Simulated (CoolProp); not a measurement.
The fluid at 298.15 K and 0.436 MPa expands adiabatically to 0.0627 MPa with isentropic efficiency 0.9. The same conditions are run with several fluids, on thermodynamics alone (safety and materials aside).

Values from CoolProp's reference Helmholtz-energy equation of state of each fluid (R134a: Tillner-Roth 1994; C3F8 (R218): Lemmon 2006; normal hydrogen: Leachman 2009; methane: Setzmann 1991; ethylene: Smukala 2000).

```
fluid            work (kJ/kg)  final temperature (K)  final density (kg/m³)
---------------  ------------  ---------------------  ---------------------
R134a                    35.9                  244.2                   3.24
C3F8 (R218)               ___                    ___                   5.44
normal hydrogen           ___                    ___                 0.0842
methane                   214                  196.8                    ___
ethylene                  ___                  205.3                   1.04
```

**Question.** Complete the blanks.

**Answer.** 
- C3F8 (R218), work (kJ/kg): 20.5
- C3F8 (R218), final temperature (K): 266.1
- normal hydrogen, work (kJ/kg): 1640
- normal hydrogen, final temperature (K): 180.5
- methane, final density (kg/m³): 0.617
- ethylene, work (kJ/kg): 124
